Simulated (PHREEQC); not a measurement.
Consider water at 25 °C with 0.0047 mol CuSO4, 0.052 mol CdCl2 and 0.0076 mol NaCl per kg of water. Closed to the air; pH follows from the charge balance.

Equilibrium calculation in PHREEQC: ion-association model, wateq4f.dat.

Precipitation was switched off in this run.

Problem. What pH does the model give?

Solution. pH 5.05.

Problem. In which forms is S present?

Solution. SO4-2 59 %, CdSO4 31 %, CuSO4 7.3 %, Cd(SO4)2-2 1.9 %, NaSO4- 0.8 % of the S.

The solution is supersaturated, for example in Atacamite, Brochantite, so a real one may precipitate; this is no full list. Complexes and solids missing from the database can't appear.
